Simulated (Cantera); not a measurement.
A freely propagating, adiabatic, planar premixed flame of CO : H₂ : CH₄ : O₂ : N₂ = 1 : 0.17 : 0.66 : 2.24 : 8.43 (molar parts), unburnt at 300 K and 120000 Pa; mixture-averaged transport, grid criteria slope 0.08 and curve 0.16, no radiation.

Cantera simulation using GRI-Mech 3.0 (53 species, 325 reactions); the numbers are that mechanism's predictions, not measurements. Burning velocities carry a grid error of a few per cent, more on coarse grids.

What does this change do: CO 1 to 0.77 parts?


| quantity | before | after |
|---|---|---|
| laminar burning velocity | 41.7 cm/s | 36.0 cm/s |
| thermal thickness | 0.370 mm | 0.397 mm |
| peak x(H) | 0.00521 | 0.00393 |
| peak x(C₂H₂) | 2.91e-6 | 2.87e-6 |

What does this change do: CO 1 to 0.76 parts?


| quantity | before | after |
|---|---|---|
| laminar burning velocity | 41.7 cm/s | 35.7 cm/s |
| thermal thickness | 0.370 mm | 0.399 mm |
| peak x(H) | 0.00521 | 0.00387 |
| peak x(C₂H₂) | 2.91e-6 | 2.87e-6 |
